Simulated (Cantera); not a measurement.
AlBr3 + NH3 + H2 (aluminium nitride and oxide growth)

Feed: 1 mol AlBr3, 8.3 mol NH3, 110 mol H2, at 47.0 Pa.

Method: chemical equilibrium by Gibbs-energy minimisation in Cantera with the NASA 1993 tables (ideal gas, pure condensed phases). Candidate condensed phases: Al, AlBr3, AlN, Br2; 19 gas species. The numbers say what is thermodynamically allowed, not how fast it happens.

From 798 K to 1398 K the condensed part is AlN(s). From 1548 K to 2148 K nothing is condensed. The main Al-bearing gas is AlBr3 at 798 K and Al at 2148 K.

| T (K) | x H2 | x H | x N2 | x HBr | x Br | n AlN(s) |
|---|---|---|---|---|---|---|
| 798 | 0.948 | 1.20e-10 | 0.0287 | 0.0229 | 4.14e-8 | 0.974 |
| 948 | 0.948 | 2.36e-8 | 0.0288 | 0.0226 | 1.51e-6 | 0.959 |
| 1098 | 0.949 | 1.11e-6 | 0.0288 | 0.0222 | 2.07e-5 | 0.944 |
| 1248 | 0.949 | 2.10e-5 | 0.0290 | 0.0216 | 0.000151 | 0.906 |
| 1398 | 0.945 | 0.000212 | 0.0317 | 0.0158 | 0.000539 | 0.162 |
| 1548 | 0.943 | 0.00138 | 0.0322 | 0.0138 | 0.00170 | 0 |
| 1698 | 0.938 | 0.00646 | 0.0321 | 0.0115 | 0.00409 | 0 |
| 1848 | 0.921 | 0.0235 | 0.0318 | 0.00846 | 0.00742 | 0 |
| 1998 | 0.875 | 0.0692 | 0.0309 | 0.00588 | 0.0113 | 0 |
| 2148 | 0.776 | 0.169 | 0.0292 | 0.00381 | 0.0150 | 0 |
x: gas mole fraction; n: condensed amount in mol.
